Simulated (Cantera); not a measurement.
# Premixed flame

A freely propagating, adiabatic, planar premixed flame of 21.8 % H2, 19.6 % O2, 58.6 % N2, unburnt at 500 K and 13300 Pa; mixture-averaged transport, grid criteria slope 0.08 and curve 0.16, no radiation.

Model: the H2/O2 subset of GRI-Mech 3.0, which has no nitrogen chemistry, integrated in Cantera. Burning velocities carry a grid error of a few per cent, more on coarse grids. Lean hydrogen flames are cellular in practice and burn faster than this planar one.

| z (mm) | T (K) | u (m/s) | x H2 | x O2 | x HO2 | x O | x H2O | x H |
|---|---|---|---|---|---|---|---|---|
| -15.9 | 500 | 3.39 | 0.218 | 0.196 | <1e-8 | <1e-8 | <1e-8 | <1e-8 |
| -10.6 | 500 | 3.39 | 0.218 | 0.196 | <1e-8 | <1e-8 | <1e-8 | <1e-8 |
| -7.97 | 500 | 3.39 | 0.218 | 0.196 | <1e-8 | <1e-8 | <1e-8 | <1e-8 |
| -5.31 | 500 | 3.39 | 0.218 | 0.196 | 2.68e-7 | <1e-8 | 6.15e-8 | 2.27e-8 |
| -2.66 | 513 | 3.46 | 0.214 | 0.196 | 8.94e-5 | 7.22e-6 | 0.000742 | 0.000152 |
| -1.33 | 689 | 4.56 | 0.184 | 0.193 | 5.28e-5 | 0.000231 | 0.0166 | 0.00567 |
| 0 | 1061 | 6.81 | 0.0861 | 0.156 | 2.38e-5 | 0.00682 | 0.0980 | 0.0333 |
| 1.33 | 1324 | 8.42 | 0.0241 | 0.110 | 1.38e-5 | 0.0171 | 0.175 | 0.0428 |
| 2.66 | 1449 | 9.16 | 0.0173 | 0.102 | 1.06e-5 | 0.0186 | 0.189 | 0.0358 |
| 5.31 | 1585 | 9.94 | 0.0157 | 0.0985 | 8.14e-6 | 0.0169 | 0.198 | 0.0257 |
| 10.6 | 1723 | 10.7 | 0.0133 | 0.0965 | 6.00e-6 | 0.0137 | 0.207 | 0.0163 |
| 21.2 | 1850 | 11.4 | 0.00984 | 0.0954 | 4.11e-6 | 0.00982 | 0.217 | 0.00882 |
| 42.5 | 1954 | 11.9 | 0.00619 | 0.0953 | 2.66e-6 | 0.00600 | 0.226 | 0.00388 |
x: mole fraction of selected species; z is measured from the peak of heat release.

```json
{
  "laminar_burning_velocity": "339 cm/s",
  "thermal_thickness": "5.31 mm",
  "peak x(HO2)": "9.17e-5",
  "peak x(O)": "0.0186",
  "peak x(H)": "0.0435",
  "grid_points": "131"
}
```
